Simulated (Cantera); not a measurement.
## Reactions in the system C-H-N-Ta

Source: NASA polynomial tables (part measured, part estimated), evaluated in Cantera. Values are per mole of reaction as written; species without (g) are pure solids or liquids, kept so even where they would boil at 1 bar. TaC: taken at fixed stoichiometry.

2 N(g) + 2 Ta + C2H6(g) → 2 TaC + 2 NH3(g)

```
T (K)  ΔH° (kJ)  ΔS° (J/K)  ΔG° (kJ)  log10 K
-----  --------  ---------  --------  -------
300     -1241.6     -148.5   -1197.0   208.42
1973    -1246.0     -152.0    -946.0    25.05
2123    -1245.9     -152.0    -923.2    22.71
2273    -1245.7     -151.9    -900.4    20.69
2423    -1245.3     -151.7    -877.6    18.92
2573    -1244.9     -151.6    -854.9    17.36
2723    -1244.4     -151.4    -832.2    15.96
2873    -1244.1     -151.3    -809.5    14.72
```
